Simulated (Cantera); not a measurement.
A closed system holds: 1 mol Si2Cl6, 0.66 mol Cl2, a varied amount of H2, equilibrated at 1025 K and 160000 Pa.

These are equilibrium values from Cantera (NASA tables, ideal gas, pure condensed phases), not measurements of a reactor. Candidate condensed phases: Si; 19 gas species. The feed counts by its element totals alone. The tables' values for SiCl3 are old estimates; treat these amounts as uncertain. Kinetics and transport are ignored.

x: gas mole fraction; n: condensed amount in mol.

```
n(H2) (mol)   x H2  x SiCl4  x SiHCl3    x HCl  x SiH2Cl2  n Si(s)
-----------  -----  -------  --------  -------  ---------  -------
5.2          0.699    0.192    0.0886   0.0130        ___   0.0189
14           0.860   0.0759    0.0472   0.0119        ___        0
23           0.908   0.0454    0.0323   0.0110        ___        0
32           0.930   0.0315    0.0250   0.0101        ___        0
40           0.943   0.0245    0.0210  0.00945        ___        0
49           0.952   0.0193    0.0178  0.00884    0.00183        0
58           0.958   0.0157    0.0156  0.00831    0.00171        0
67           0.963   0.0132    0.0139  0.00786    0.00162        0
75           0.966   0.0115    0.0126  0.00757    0.00154  0.00294
84           0.969   0.0100    0.0114  0.00733    0.00144  0.00912
```

Q: Complete the blanks.

A: 
- 5.2, x SiH2Cl2: 0.00454
- 14, x SiH2Cl2: 0.00325
- 23, x SiH2Cl2: 0.00255
- 32, x SiH2Cl2: 0.00219
- 40, x SiH2Cl2: 0.00199
